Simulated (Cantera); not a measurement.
A perfectly stirred reactor is fed with H2 : O2 : N2 = 0.53 : 1 : 4.8 (molar parts), at 52000 Pa; it is held at 1050 K, and followed from long to short residence time.

Computed with Cantera and GRI-Mech 3.0 (53 species, 325 reactions). The temperature is held fixed by assumption; the heat of reaction is taken as removed at once.

Question: Predict: x(H2) at τ = 0.790 s; x(O2) at τ = 0.790 s; x(H2O2) at τ = 0.790 s; x(O) at τ = 0.790 s; x(NO) at τ = 0.790 s; x(H2) at τ = 86.0 ms; x(O2) at τ = 86.0 ms; x(H2O2) at τ = 86.0 ms; x(O) at τ = 86.0 ms; x(NO) at τ = 86.0 ms.

Answer: 
```json
{
 "x(H2) at τ = 0.790 s": "0.000460",
 "x(O2) at τ = 0.790 s": "0.121",
 "x(H2O2) at τ = 0.790 s": "1.51e-6",
 "x(O) at τ = 0.790 s": "1.25e-5",
 "x(NO) at τ = 0.790 s": "1.95e-8",
 "x(H2) at τ = 86.0 ms": "0.00155",
 "x(O2) at τ = 86.0 ms": "0.122",
 "x(H2O2) at τ = 86.0 ms": "3.11e-6",
 "x(O) at τ = 86.0 ms": "5.62e-5",
 "x(NO) at τ = 86.0 ms": "1.91e-8"
}
```
